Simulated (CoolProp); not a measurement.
Computed with CoolProp (reference Helmholtz-energy equation of state, Zhou 2011).

For dimethyl carbonate, give the phase and the density (kg/m³), cv (kJ/(kg K)), speed of sound (m/s), expansivity (1/kK) at 600 K and 26.8 bar.


- 600 K and 26.8 bar: gas; density 57.7, cv 1.80, speed of sound 207, expansivity 2.98
